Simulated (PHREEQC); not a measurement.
Model water analysis in mg/L, 25 °C, pH 6.11, pe 11.8:

```tsv
constituent	mg/L
Na	0.0038
K	0.00473
Ca	0.0452
Mg	0.00362
Cl	0.00344
S(6) as SO4	0.00137
Alkalinity as HCO3	0.164
Li	0.000124
Ba	0.000138
```

Cl is adjusted to close the charge balance.
Valence states are taken as typed.

Equilibrium calculation in PHREEQC: ion-association model, phreeqc.dat.

The ionic strength comes out as 4.93e-6 mol/kgw.

```csv
species,molality,activity,log γ
CO2,6.01e-6,6.01e-6,0.000
HCO3-,3.45e-6,3.44e-6,-0.001
Ca+2,1.13e-6,1.12e-6,-0.005
H+,7.78e-7,7.76e-7,-0.001
Na+,1.65e-7,1.65e-7,-0.001
Mg+2,1.49e-7,1.47e-7,-0.005
Cl-,1.43e-7,1.43e-7,-0.001
K+,1.21e-7,1.21e-7,-0.001
```

This is a speciation only: nothing precipitates in the calculation.
